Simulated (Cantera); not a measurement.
A Cantera script and its output.

```python
import numpy as np
import cantera as ct

gas = ct.Solution("h2o2.yaml")
gas.TPX = 1600, 800000, {'H2': 1, 'O2': 0.877, 'N2': 7.28, 'H2O': 0.28}
reactor = ct.IdealGasConstPressureReactor(gas, energy="on", clone=False)
net = ct.ReactorNet([reactor])
net.rtol, net.atol = 1e-08, 1e-16
show = ['H2', 'O2', 'H2O', 'HO2', 'H']
times = np.geomspace(9e-06, 1, 12)

steps = ct.SolutionArray(gas, extra=["t"])
rows = []
print(f"{'t/s':>10s}{'T/K':>9s}{'P/Pa':>11s}" + "".join(f"{s:>11s}" for s in show))
for t in times:
    while net.time < t:
        t_next = net.step()
        steps.append(gas.state, t=t_next)
    rows.append([np.interp(t, steps.t, y) for y in (steps.T, steps.P, *steps(*show).X.T)])
    print(f"{t:10.3e}{rows[-1][0]:9.1f}{rows[-1][1]:11.4g}" + "".join(f"{x:11.3e}" for x in rows[-1][2:]))
rate = np.gradient(steps.T, steps.t)
print("integrator steps:", len(steps.t))
if steps.T.max() > steps.T[0] + 200:
    print(f"time of steepest temperature rise: {steps.t[rate.argmax()]:.4e} s")
gas.TPX = 1600, 800000, {'H2': 1, 'O2': 0.877, 'N2': 7.28, 'H2O': 0.28}
gas.equilibrate("HP")
print(f"equilibrium (HP): T = {gas.T:.1f} K  " + "  ".join(f"{s} {gas[s].X[0]:.3e}" for s in show))
```

It prints:

```
       t/s      T/K       P/Pa         H2         O2        H2O        HO2          H
 9.000e-06   2245.8      8e+05  3.607e-03  4.075e-02  1.338e-01  1.668e-05  1.472e-03
 2.588e-05   2305.3      8e+05  8.433e-04  4.118e-02  1.398e-01  5.891e-06  1.602e-04
 7.441e-05   2312.3      8e+05  5.498e-04  4.132e-02  1.406e-01  4.979e-06  8.641e-05
 2.140e-04   2312.3      8e+05  5.478e-04  4.132e-02  1.406e-01  4.973e-06  8.596e-05
 6.153e-04   2312.3      8e+05  5.478e-04  4.132e-02  1.406e-01  4.973e-06  8.596e-05
 1.769e-03   2312.3      8e+05  5.478e-04  4.132e-02  1.406e-01  4.973e-06  8.596e-05
 5.087e-03   2312.3      8e+05  5.478e-04  4.132e-02  1.406e-01  4.973e-06  8.596e-05
 1.463e-02   2312.3      8e+05  5.478e-04  4.132e-02  1.406e-01  4.973e-06  8.596e-05
 4.206e-02   2312.3      8e+05  5.478e-04  4.132e-02  1.406e-01  4.973e-06  8.596e-05
 1.209e-01   2312.3      8e+05  5.478e-04  4.132e-02  1.406e-01  4.973e-06  8.596e-05
 3.478e-01   2312.3      8e+05  5.478e-04  4.132e-02  1.406e-01  4.973e-06  8.596e-05
 1.000e+00   2312.3      8e+05  5.478e-04  4.132e-02  1.406e-01  4.973e-06  8.596e-05
integrator steps: 1040
time of steepest temperature rise: 2.5632e-06 s
equilibrium (HP): T = 2312.3 K  H2 5.478e-04  O2 4.132e-02  H2O 1.406e-01  HO2 4.973e-06  H 8.596e-05
```

Cantera simulation using the H2/O2 subset of GRI-Mech 3.0, which has no nitrogen chemistry; the numbers are that mechanism's predictions, not measurements. The hydrogen kinetics of GRI-Mech 3.0 are dated; newer H2 mechanisms differ, most at raised pressure.
